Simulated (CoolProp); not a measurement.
Properties of nitrous oxide along the isobar 0.101 MPa (Tc = 309.5 K, pc = 7.245 MPa, ω = 0.161).

The numbers come from the reference Helmholtz-energy equation of state, Lemmon 2006 in CoolProp. It is a short technical equation, of lower accuracy than the large ones.

```csv
T (K),phase,Z,speed of sound (m/s),isothermal compressibility (1/MPa),fugacity coefficient
254.1,gas,0.9910,248.0,9.992,0.9911
263.4,gas,0.9920,252.2,9.982,0.9920
272.6,gas,0.9928,256.2,9.973,0.9928
281.9,gas,0.9935,260.2,9.966,0.9935
291.2,gas,0.9941,264.2,9.960,0.9942
300.4,gas,0.9947,268.0,9.954,0.9947
309.7,gas,0.9952,271.8,9.949,0.9952
318.9,gas,0.9956,275.5,9.945,0.9956
328.2,gas,0.9960,279.2,9.941,0.9960
337.4,gas,0.9963,282.8,9.937,0.9963
```
